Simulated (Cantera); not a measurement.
**Reactions in the system C-H**

Cantera with NASA thermochemical tables; ideal gases at 1 bar, condensed phases pure. Values are per mole of reaction as written; species without (g) are pure solids or liquids, kept so even where they would boil at 1 bar.

3 CH₃(g) ⇌ H(g) + C₃H₈(g)

```tsv
T (K)	ΔH° (kJ)	ΔS° (J/K)	ΔG° (kJ)	log10 K
948	-325.0	-197.2	-138.0	7.61
1098	-322.2	-194.5	-108.7	5.17
1248	-319.2	-191.9	-79.7	3.34
1398	-316.0	-189.5	-51.1	1.91
1548	-312.7	-187.3	-22.8	0.77
1698	-309.4	-185.2	5.1	-0.16
1848	-306.0	-183.3	32.7	-0.93
1998	-302.6	-181.5	60.1	-1.57
```

2 C + H₂(g) ⇌ C₂H₂(g)

```json
[
 {"T (K)": "948", "ΔH° (kJ)": "225.3", "ΔS° (J/K)": "54.1", "ΔG° (kJ)": "174.0", "log10 K": "-9.59"},
 {"T (K)": "1098", "ΔH° (kJ)": "224.4", "ΔS° (J/K)": "53.3", "ΔG° (kJ)": "166.0", "log10 K": "-7.90"},
 {"T (K)": "1248", "ΔH° (kJ)": "223.7", "ΔS° (J/K)": "52.6", "ΔG° (kJ)": "158.0", "log10 K": "-6.61"},
 {"T (K)": "1398", "ΔH° (kJ)": "223.0", "ΔS° (J/K)": "52.1", "ΔG° (kJ)": "150.2", "log10 K": "-5.61"},
 {"T (K)": "1548", "ΔH° (kJ)": "222.4", "ΔS° (J/K)": "51.7", "ΔG° (kJ)": "142.4", "log10 K": "-4.80"},
 {"T (K)": "1698", "ΔH° (kJ)": "221.8", "ΔS° (J/K)": "51.3", "ΔG° (kJ)": "134.7", "log10 K": "-4.14"},
 {"T (K)": "1848", "ΔH° (kJ)": "221.2", "ΔS° (J/K)": "51.0", "ΔG° (kJ)": "127.0", "log10 K": "-3.59"},
 {"T (K)": "1998", "ΔH° (kJ)": "220.7", "ΔS° (J/K)": "50.7", "ΔG° (kJ)": "119.4", "log10 K": "-3.12"}
]
```

H(g) + CH₃(g) ⇌ CH₄(g)

| T (K) | ΔH° (kJ) | ΔS° (J/K) | ΔG° (kJ) | log10 K |
|---|---|---|---|---|
| 948 | -449.6 | -142.4 | -314.7 | 17.34 |
| 1098 | -450.5 | -143.2 | -293.3 | 13.95 |
| 1248 | -451.0 | -143.6 | -271.8 | 11.37 |
| 1398 | -451.2 | -143.7 | -250.2 | 9.35 |
| 1548 | -451.0 | -143.7 | -228.6 | 7.72 |
| 1698 | -450.6 | -143.4 | -207.1 | 6.37 |
| 1848 | -450.0 | -143.0 | -185.6 | 5.25 |
| 1998 | -449.1 | -142.6 | -164.2 | 4.29 |
